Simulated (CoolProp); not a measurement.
Vapour pressure (MPa) of water: the reference equation beside estimates from Tc = 373.9 °C, pc = 22.06 MPa, ω = 0.344. Clausius-Clapeyron is anchored at 40.05 °C with a constant enthalpy of vaporisation of 43.34 kJ/mol.

Model: reference Helmholtz-energy equation of state, Wagner 2002, in CoolProp.

```json
[
 {"T (°C)": "40.05", "reference": "0.007405", "Clausius-Clapeyron": "0.007405", "van der Waals": "0.4904", "Redlich-Kwong": "0.03138", "Soave-Redlich-Kwong": "0.005825", "Peng-Robinson": "0.006466"},
 {"T (°C)": "42.85", "reference": "0.008583", "Clausius-Clapeyron": "0.008581", "van der Waals": "0.5216", "Redlich-Kwong": "0.03570", "Soave-Redlich-Kwong": "0.006816", "Peng-Robinson": "0.007535"},
 {"T (°C)": "45.75", "reference": "0.009971", "Clausius-Clapeyron": "0.009970", "van der Waals": "0.5555", "Redlich-Kwong": "0.04068", "Soave-Redlich-Kwong": "0.007994", "Peng-Robinson": "0.008801"},
 {"T (°C)": "48.65", "reference": "0.01155", "Clausius-Clapeyron": "0.01155", "van der Waals": "0.5910", "Redlich-Kwong": "0.04621", "Soave-Redlich-Kwong": "0.009343", "Peng-Robinson": "0.01025"},
 {"T (°C)": "51.55", "reference": "0.01333", "Clausius-Clapeyron": "0.01335", "van der Waals": "0.6280", "Redlich-Kwong": "0.05234", "Soave-Redlich-Kwong": "0.01088", "Peng-Robinson": "0.01189"},
 {"T (°C)": "54.45", "reference": "0.01535", "Clausius-Clapeyron": "0.01539", "van der Waals": "0.6667", "Redlich-Kwong": "0.05911", "Soave-Redlich-Kwong": "0.01264", "Peng-Robinson": "0.01375"},
 {"T (°C)": "57.35", "reference": "0.01762", "Clausius-Clapeyron": "0.01770", "van der Waals": "0.7071", "Redlich-Kwong": "0.06659", "Soave-Redlich-Kwong": "0.01463", "Peng-Robinson": "0.01587"},
 {"T (°C)": "60.25", "reference": "0.02018", "Clausius-Clapeyron": "0.02030", "van der Waals": "0.7492", "Redlich-Kwong": "0.07481", "Soave-Redlich-Kwong": "0.01689", "Peng-Robinson": "0.01825"},
 {"T (°C)": "63.15", "reference": "0.02304", "Clausius-Clapeyron": "0.02323", "van der Waals": "0.7930", "Redlich-Kwong": "0.08383", "Soave-Redlich-Kwong": "0.01944", "Peng-Robinson": "0.02093"},
 {"T (°C)": "66.05", "reference": "0.02624", "Clausius-Clapeyron": "0.02652", "van der Waals": "0.8386", "Redlich-Kwong": "0.09371", "Soave-Redlich-Kwong": "0.02231", "Peng-Robinson": "0.02394"},
 {"T (°C)": "68.85", "reference": "0.02968", "Clausius-Clapeyron": "0.03008", "van der Waals": "0.8844", "Redlich-Kwong": "0.1041", "Soave-Redlich-Kwong": "0.02541", "Peng-Robinson": "0.02718"},
 {"T (°C)": "71.75", "reference": "0.03364", "Clausius-Clapeyron": "0.03419", "van der Waals": "0.9336", "Redlich-Kwong": "0.1158", "Soave-Redlich-Kwong": "0.02900", "Peng-Robinson": "0.03093"},
 {"T (°C)": "74.65", "reference": "0.03803", "Clausius-Clapeyron": "0.03878", "van der Waals": "0.9848", "Redlich-Kwong": "0.1286", "Soave-Redlich-Kwong": "0.03302", "Peng-Robinson": "0.03511"},
 {"T (°C)": "77.55", "reference": "0.04290", "Clausius-Clapeyron": "0.04390", "van der Waals": "1.038", "Redlich-Kwong": "0.1425", "Soave-Redlich-Kwong": "0.03750", "Peng-Robinson": "0.03975"}
]
```

Absolute difference from the reference over all 14 rows, mean and median: Clausius-Clapeyron 0.8 and 0.5 %, van der Waals 4012.1 and 3762.8 %, Redlich-Kwong 275.7 and 274.3 %, Soave-Redlich-Kwong 16.8 and 16.6 %, Peng-Robinson 9.9 and 9.7 %.
